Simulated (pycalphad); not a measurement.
Computed with pycalphad from the COST 507 light-alloy database (1999), at 1 atm. No gas phase is included, though pure Ti would boil below 3700 K. These are 1990s assessments: newer ones move some temperatures and phases. Diffusion is slow at the low end, where real alloys seldom reach equilibrium.

Question: How does the equilibrium phase assembly of Ti-10.75B (at.%) change on cooling from 3700 K to 550 K?

Answer: 
```json
[
 {"T (K)": "1888.6", "phases above": "liquid", "phases below": "BM + liquid"},
 {"T (K)": "1814.1", "phases above": "BM + liquid", "phases below": "bcc + BM"},
 {"T (K)": "1156.0", "phases above": "bcc + BM", "phases below": "BM + hcp"}
]
```
Changes were sought between steps of 75 K, so a narrower field can be missed.

Database names, with the compositions (at.%) that they take in these runs: BM: Ti 50 B 50.
